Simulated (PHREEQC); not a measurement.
0.29 g of hydrous ferric oxide (600 m²/g; 0.2 weak and 0.005 strong sites per Fe, Dzombak-Morel constants, diffuse double layer) in 1 kg of water with 0.005 mol/kgw of an inert sodium salt and 3.7e-05 mol CuSO4, at 25 °C; the pH is set by adding NaOH or the inert anion's acid. O2 is buffered at 0.21 atm. No CO2 enters from the air. Nothing may precipitate in this run.

Base run: PHREEQC, ion-association model, wateq4f.dat. Each further column changes one thing. The table gives Cu sorbed (%).

| pH | base | no electrostatic term (-no_edl) | background salt from 0.005 to 0.0005 mol/kgw | oxide from 0.29 to 1.4 g/kgw | 0.00011 mol/kgw PbCl2 added |
|---|---|---|---|---|---|
| 3 | 0.0 | 0.1 | 0.0 | 0.2 | 0.0 |
| 3.5 | 0.4 | 0.6 | 0.3 | 1.8 | 0.2 |
| 4.5 | 16.2 | 26.6 | 13.9 | 48.3 | 4.2 |
| 5 | 46.3 | 66.5 | 43.2 | 85.9 | 23.1 |
| 5.5 | 81.4 | 94.0 | 79.8 | 97.8 | 64.7 |
| 6.5 | 99.5 | 99.9 | 99.5 | 100.0 | 98.3 |
| 7 | 99.9 | 100.0 | 99.9 | 100.0 | 99.4 |
| 7.5 | 99.9 | 100.0 | 99.9 | 100.0 | 99.5 |
| 8.5 | 99.9 | 99.8 | 99.9 | 100.0 | 99.4 |
| 9 | 99.9 | 98.9 | 99.9 | 100.0 | 99.3 |
| 9.5 | 99.9 | 93.2 | 99.9 | 100.0 | 99.3 |
| 10.5 | 99.8 | 27.4 | 99.9 | 100.0 | 98.9 |
| 11 | 99.7 | 5.3 | 99.8 | 100.0 | 98.5 |

The database's constant for dissolved Cu(OH)2 is higher than later reviews accept. The oxide is taken as insoluble; below pH 4 it would dissolve. In at least one series the solution becomes supersaturated in solids that the run did not let form, among them Cu(OH)2.
